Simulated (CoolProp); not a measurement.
Vapour-liquid equilibrium of m-xylene (1) + n-decane (2) at 1.39 MPa; x and y are mole fractions of (1).

The numbers come from the multi-fluid Helmholtz-energy mixture model, Zhou 2012 and Lemmon 2006; pair parameters Bell 2016 in CoolProp.

Task: Give the bubble temperature and the first vapour's composition at x = 0.15, 0.55, 0.95. Is there an azeotrope?

Result: x = 0.15: 580.5 K, y = 0.194; x = 0.55: 563.0 K, y = 0.636; x = 0.95: 547.6 K, y = 0.966. No azeotrope shows between x = 0.05 and 0.95.

Pair parameters are fitted to limited data, so mixtures are less certain than the pure fluids.
